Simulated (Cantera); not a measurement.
A closed system holds: 1 mol TEOS, 9.7 mol O2, 17 mol N2, at 677 °C and 293 Torr.

Cantera equilibrium calculation (NASA polynomials, part measured and part estimated; ideal gas, pure solids and liquids). Candidate condensed phases: C, C6H6, C7H8, C8H18, H2O, Si, SiC, SiO2, Si2N2O, Si3N4; 151 gas species. The feed counts by its element totals alone. The numbers say what is thermodynamically allowed, not how fast it happens.

Base state: N2 0.486, H2O 0.199, CO2 0.184, H2 0.0867, CO 0.0447 (mole fractions); condensed: SiO2(β-quartz).

### Question
What changes in the equilibrium state with this change: O2 from 9.7 to 0.077 mol?

### Answer
| species | before | after |
|---|---|---|
| N2 | 0.486 | 0.593 |
| H2 | 0.0867 | 0.327 |
| CO | 0.0447 | 0.0626 |
| H2O | 0.199 | 0.00746 |
| CO2 | 0.184 | 0.00256 |
| CH4 | 3.49e-6 | 0.00700 |
| NH3 | 5.72e-6 | 4.64e-5 |
| SiO2(β-quartz), mol | 1.00 | 1.00 |
| C(graphite), mol | 0 | 5.93 |
